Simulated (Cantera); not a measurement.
Equilibrium for aluminium nitride and oxide growth: AlCl₃ + N₂O + H₂ + O₂

Charge: 1 mol AlCl₃, 0.98 mol N₂O, a varied amount of H₂, 2.5 mol O₂, held at 2098.15 K and 20.0 Pa.

These are equilibrium values from Cantera (NASA tables, ideal gas, pure condensed phases), not measurements of a reactor. Candidate condensed phases: Al, AlCl₃, AlN, Al₂O₃, H₂O, NH₄Cl; 45 gas species. The tables' values for AlOH are old estimates; treat these amounts as uncertain. Rates play no part.

From 29 mol H₂ to 230 mol H₂ the condensed part is Al₂O₃(s). The main Al-bearing gas is AlCl throughout. The share of Al in condensed phases is highest at 29 mol H₂ (98.2 %) and lowest at 230 mol H₂ (58.5 %).

```
n(H₂) (mol)   x H₂    x H   x H₂O    x HCl     x N₂     x Cl  n Al₂O₃(s)
-----------  -----  -----  ------  -------  -------  -------  ----------
29           0.589  0.167   0.124   0.0710   0.0282   0.0148       0.491
35           0.623  0.172   0.105   0.0598   0.0237   0.0122       0.488
43           0.655  0.176  0.0865   0.0494   0.0195  0.00978       0.484
53           0.681  0.180  0.0712   0.0405   0.0160  0.00786       0.478
66           0.704  0.183  0.0580   0.0327   0.0129  0.00625       0.469
81           0.722  0.185  0.0479   0.0267   0.0106  0.00504       0.458
100          0.737  0.187  0.0394   0.0216  0.00863  0.00404       0.442
120          0.748  0.188  0.0333   0.0180  0.00722  0.00333       0.423
150          0.758  0.190  0.0273   0.0143  0.00580  0.00262       0.392
190          0.767  0.191  0.0222   0.0111  0.00459  0.00203       0.345
230          0.773  0.191  0.0189  0.00903  0.00380  0.00165       0.292
```
x: gas mole fraction; n: condensed amount in mol.
